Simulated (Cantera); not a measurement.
An isothermal, constant-pressure homogeneous reactor starts with 1.66 % CO, 0.440 % O2, 0.108 % H2O, 97.8 % N2, at 923 K and 0.133 bar.

Computed with Cantera and GRI-Mech 3.0 (53 species, 325 reactions).

Question: Predict: x(CO) at 60.0 s; x(H2O) at 60.0 s; x(N2O) at 60.0 s.

Answer: 
- x(CO) at 60.0 s = 0.00737 (gas-phase equilibrium 0.00720)
- x(H2O) at 60.0 s = 0.000591 (gas-phase equilibrium 0.000424)
- x(N2O) at 60.0 s = 3.61e-9 (gas-phase equilibrium <1e-12)
